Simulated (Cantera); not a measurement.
Feed: 1 mol Cu, 0.045 mol O2, 11 mol H2, held at 1400 °C.

Equilibrium computed with Cantera from the NASA thermochemical tables; the gas is ideal and each condensed phase is pure. Candidate condensed phases: Cu, CuO, Cu(OH)2, Cu2O, H2O; 12 gas species. The numbers say what is thermodynamically allowed, not how fast it happens.

x: gas mole fraction; n: condensed amount in mol.

| P (Pa) | x H2 | x Cu | x H | x H2O | x Cu2 | x OH | n Cu(l) |
|---|---|---|---|---|---|---|---|
| 10 | 0.899 | 0.0829 | 0.0108 | 0.00746 | 6.53e-6 | 4.31e-6 | 0 |
| 48 | 0.904 | 0.0831 | 0.00494 | 0.00748 | 3.15e-5 | 1.97e-6 | 0 |
| 230 | 0.942 | ? | ? | 0.00778 | ? | ? | ? |
| 1100 | 0.981 | 0.0101 | 0.00108 | 0.00809 | 1.07e-5 | 4.27e-7 | 0.887 |
| 5500 | 0.989 | 0.00202 | 0.000483 | 0.00816 | 2.14e-6 | 1.92e-7 | 0.978 |
| 26000 | 0.991 | 0.000427 | 0.000222 | 0.00818 | 4.52e-7 | 8.83e-8 | 0.995 |
| 130000 | 0.992 | 8.55e-5 | 9.95e-5 | 0.00818 | 9.04e-8 | 3.95e-8 | 0.999 |
| 620000 | 0.992 | ? | ? | 0.00818 | ? | ? | 1.000 |
| 3000000 | 0.992 | 3.70e-6 | 2.07e-5 | 0.00818 | 3.92e-9 | 8.22e-9 | 1.000 |

Question: Fill in the missing entries.

Answer: 
- 230, x Cu: 0.0483
- 230, x H: 0.00230
- 230, x Cu2: 5.11e-5
- 230, x OH: 9.15e-7
- 230, n Cu(l): 0.440
- 620000, x Cu: 1.79e-5
- 620000, x H: 4.55e-5
- 620000, x Cu2: 1.89e-8
- 620000, x OH: 1.81e-8
